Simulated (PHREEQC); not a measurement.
Solution (25 °C): 100 mmol/kgw H2SO4 and 0.22 mmol/kgw KH2PO4. Closed to the air; pH follows from the charge balance.

Equilibrium calculation in PHREEQC: ion-association model, phreeqc.dat.

Task: The ionic strength comes out as 0.139 mol/kgw. What activity coefficients do H2PO4-, KSO4-, K+, HSO4-, SO4-2 get?

Result: H2PO4- 0.77, KSO4- 0.77, K+ 0.74, HSO4- 0.76, SO4-2 0.33.

No solid was allowed to form.
